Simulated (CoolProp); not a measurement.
Properties of R124 at several states.

Computed with CoolProp (reference Helmholtz-energy equation of state, de Vries 1995).

```csv
T (K),p (kPa),phase,density (kg/m³),isothermal compressibility (1/MPa),expansivity (1/kK),conductivity (mW/(m K)),fugacity coefficient
388.2,604,gas,27.29,1.775,3.227,21.0,0.9392
409.4,43.7,gas,1.759,22.97,2.474,22.6,0.9963
212.6,1390,liquid,1613,0.001156,1.654,99.9,0.005728
422.2,175,gas,6.896,5.793,2.482,23.9,0.9867
428.5,1240,gas,52.45,0.8952,3.275,25.4,0.9122
291.3,2220,liquid,1388,0.003270,2.346,73.2,0.1373
```

Thermal conductivity comes from a separate model (Huber 2003), an estimate that may be off by 10 % or more.
